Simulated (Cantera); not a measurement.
Charge: 1 mol AlN, 0.21 mol H2O, 0.95 mol H2, at 1923.15 K and 99.0 Pa.

Method: chemical equilibrium by Gibbs-energy minimisation in Cantera with the NASA 1993 tables (ideal gas, pure condensed phases). The tables' values for AlOH are old estimates; treat these amounts as uncertain. Kinetics and transport are ignored.

```csv
species,before,after
H2,0.458,0.486
Al,0.233,0.209
N2,0.202,0.195
H,0.0203,0.0180
Al2O,0.0849,0.0897
Al2,2.49e-5,2.70e-5
AlH,0.00165,0.00177
AlOH,4.94e-5,5.15e-5
"AlN(s), mol",0,0.0863
```
Gas species are given as mole fractions.

Question: What was changed between the two runs?
A. temperature from 1923.15 K to 2023 K
B. pressure from 99.0 Pa to 3800 Pa
C. pressure from 99.0 Pa to 10000 Pa
D. pressure from 99.0 Pa to 133 Pa

Answer: D, pressure from 99.0 Pa to 133 Pa
